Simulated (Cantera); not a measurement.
Input: 1 mol BN, 7.1 mol N2, at 1.65 Torr.

Method: chemical equilibrium by Gibbs-energy minimisation in Cantera with the NASA 1993 tables (ideal gas, pure condensed phases). Candidate condensed phases: B, BN; 5 gas species. Kinetics and transport are ignored.

Over these rows the condensed part is BN(s). Partial pressures as log10 of bar:

```json
[
 {"T (K)": "1948", "1000/T (1/K)": "0.5133", "log p B": "-8.07", "log p N2": "-2.66"},
 {"T (K)": "1998", "1000/T (1/K)": "0.5005", "log p B": "?", "log p N2": "-2.66"},
 {"T (K)": "2048", "1000/T (1/K)": "0.4883", "log p B": "-7.02", "log p N2": "-2.66"},
 {"T (K)": "2098", "1000/T (1/K)": "0.4766", "log p B": "-6.53", "log p N2": "-2.66"},
 {"T (K)": "2148", "1000/T (1/K)": "0.4655", "log p B": "-6.07", "log p N2": "-2.66"},
 {"T (K)": "2198", "1000/T (1/K)": "0.4550", "log p B": "-5.63", "log p N2": "-2.66"}
]
```

**Question.** Fit log p(B) = a + b·(1000/T) to the five rows, give the apparent enthalpy, and predict the row at 1998 K.

**Answer.** Means: 1000/T = 0.4797, log p = -6.664. Sxy = -0.084693, Sxx = 0.0020243, so b = -41.84 and a = -6.664 − (-41.84)×0.4797 = 13.41.
Apparent enthalpy: −19.145 × (-41.84) = 801 kJ/mol. With the condensed phases at unit activity, BN(s) = B(g) + 1/2 N2(g) links this pressure to the main gases: over the six rows their terms move log p by +0.00 in all, so the slope is close to that reaction's ΔH°. The five rows lie within 0.01 of the line.
Prediction at 1998 K: 13.41 + (-41.84)×0.5005 = -7.53. The computed value is -7.53, 0.00 from the line.
